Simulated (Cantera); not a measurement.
Input: 1 mol Si, 0.77 mol Br2, 21 mol H2, held at 39.0 mbar.

Method: chemical equilibrium by Gibbs-energy minimisation in Cantera with the NASA 1993 tables (ideal gas, pure condensed phases). Candidate condensed phases: Br2, Si; 19 gas species. The tables' values for SiBr3, SiBr are old estimates; treat these amounts as uncertain. Equilibrium is a limit: real reactors are often held back by kinetics, nucleation or transport.

x: gas mole fraction; n: condensed amount in mol.

| T (K) | x H2 | x HBr | x SiBr2 | x SiBr4 | x SiHBr3 | x Br | x SiBr3 | n Si(s) |
|---|---|---|---|---|---|---|---|---|
| 1048 | 0.954 | 0.0364 | 0.00169 | 0.00685 | 0.00107 | 1.68e-6 | 0.000258 | 0.785 |
| 1123 | 0.944 | 0.0485 | 0.00356 | 0.00310 | 0.000614 | 7.24e-6 | 0.000323 | 0.834 |
| 1198 | 0.938 | 0.0549 | ? | ? | ? | ? | 0.000266 | 0.853 |
| 1273 | 0.937 | 0.0564 | 0.00628 | 0.000228 | 9.22e-5 | 5.81e-5 | 0.000174 | 0.852 |
| 1348 | 0.937 | 0.0561 | 0.00690 | 5.88e-5 | 3.42e-5 | 0.000129 | 0.000110 | 0.845 |
| 1423 | 0.937 | 0.0554 | 0.00737 | 1.69e-5 | 1.37e-5 | 0.000263 | 7.06e-5 | 0.837 |
| 1498 | 0.937 | 0.0546 | 0.00774 | ? | ? | ? | 4.70e-5 | 0.830 |
| 1573 | 0.937 | 0.0536 | 0.00802 | 1.92e-6 | 2.81e-6 | 0.000881 | 3.22e-5 | 0.824 |

Problem. Fill in the missing entries.

Solution. 
- 1498, x SiBr4: 5.43e-6
- 1498, x SiHBr3: 6.00e-6
- 1498, x Br: 0.000497
- 1198, x SiBr2: 0.00527
- 1198, x SiBr4: 0.000926
- 1198, x SiHBr3: 0.000256
- 1198, x Br: 2.29e-5
